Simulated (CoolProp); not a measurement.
Nitrogen at 293.15 K and 0.511 MPa flows at 0.097 m/s in a round tube of 10 mm bore and 1.5 µm roughness, fully developed (64/Re and Nu = 3.66 if laminar; Colebrook and Gnielinski if turbulent). Each further row changes one setting.

The numbers come from the reference Helmholtz-energy equation of state, Span 2000 in CoolProp.

| case | Reynolds number | Darcy friction factor | pressure drop (Pa/m) | heat-transfer coefficient (W/(m² K)) | mass flow (kg/h) |
|---|---|---|---|---|---|
| as stated | 324 | ___ | ___ | 9.38 | 0.161 |
| velocity 0.194 m/s | 647 | 0.0989 | ___ | 9.38 | 0.323 |
| diameter 20 mm | 647 | 0.0989 | 0.137 | ___ | 0.645 |

Problem. Fill in the missing entries.

Solution. 
- as stated, Darcy friction factor: 0.198
- as stated, pressure drop (Pa/m): 0.547
- velocity 0.194 m/s, pressure drop (Pa/m): 1.09
- diameter 20 mm, heat-transfer coefficient (W/(m² K)): 4.69

Viscosity comes from a separate model (Lemmon 2004). Thermal conductivity comes from a separate model (Lemmon 2004).
